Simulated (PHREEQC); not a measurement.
Brine: an equilibrium model

A solution holds 0.56 mol MgSO4 and 0.00014 mol H4SiO4 per kg of water, at 20 °C. Closed to the air; pH follows from the charge balance.

Equilibrium calculation in PHREEQC: Pitzer model, pitzer.dat.

* **pH**: 6.63
* **ionic strength**: 2.24 mol/kgw
* **activity of water**: 0.989
* **density**: 1.064 g/cm³
* **osmotic coefficient**: 0.524

```
species  molality  activity   log γ
-------  --------  --------  ------
Mg+2        0.560    0.0756  -0.870
SO4-2       0.560    0.0229  -1.389
H4SiO4   0.000140  0.000165   0.074
HSO4-     6.98e-7   4.41e-7  -0.200
MgOH+     6.64e-7   3.21e-7  -0.316
H+        4.07e-7   2.32e-7  -0.244
```

Precipitation was switched off in this run. In brines, pH and single-ion activities rest on the MacInnes convention.
